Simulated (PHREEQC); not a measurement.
Solution (81 °C): 0.05 mol/kgw HCl and 0.0073 mol/kgw FeCl3. Closed to the air; pH follows from the charge balance.

Computed with PHREEQC (ion-association model, phreeqc.dat).

Each row changes one thing in this solution. No solid was allowed to form.

```csv
case,pH,ionic strength (mol/kgw),FeCl+2 (mol/kgw),FeOH+2 (mol/kgw),Fe+3 (mol/kgw),FeCl2+ (mol/kgw),SI of Goethite (FeOOH),SI of Hematite (Fe2O3)
as made,1.37,0.0776,0.00421,0.00148,0.00134,0.000103,+3.14,+8.52
FeCl3 from 0.0073 to 0.0146 mol/kgw,1.37,0.105,0.00886,0.00254,0.00242,0.000243,+3.32,+8.87
HCl left out,2.22,0.0302,0.000631,0.00455,0.000505,6.56e-6,+5.45,+13.13
FeCl3 from 0.0073 to 0.00146 mol/kgw,1.38,0.0556,0.000793,0.000344,0.000292,1.72e-5,+2.56,+7.36
temperature from 81 to 45 °C,1.38,0.0803,0.00369,0.000594,0.00271,0.000237,+2.50,+7.09
diluted 10-fold with water,2.28,0.00784,2.31e-5,0.000519,4.05e-5,1.10e-7,+4.75,+11.73
FeCl3 from 0.0073 to 0.00073 mol/kgw,1.38,0.0528,0.000393,0.000175,0.000148,8.38e-6,+2.28,+6.79
HCl replaced by KCl at the same molality,2.29,0.0798,0.00136,0.00383,0.000416,3.42e-5,+5.40,+13.02
```

Some of these states are supersaturated (in Hematite (slow to form), Goethite (slow to form), for instance). At this temperature some constants are extrapolated from 25 °C, and those without enthalpy data are left unchanged.
